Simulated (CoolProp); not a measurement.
A Linde-Hampson liquefier for carbon monoxide: isothermal reversible compression at 230 K from 1 atm to 25 MPa, throttling to 1 atm, return gas leaving the recuperator 0 K below the feed. Each further row changes one setting.

Computed with CoolProp (reference Helmholtz-energy equation of state, Lemmon 2006). It is a short technical equation, of lower accuracy than the large ones.

```
case                        liquid yield per pass  compression work (kJ/kg of gas)
--------------------------  ---------------------  -------------------------------
as stated                                   0.196                              363
high pressure 50 MPa                        0.202                              419
warm-end temperature 260 K                  0.143                              419
warm-end gap 5 K                            0.185                              363
```
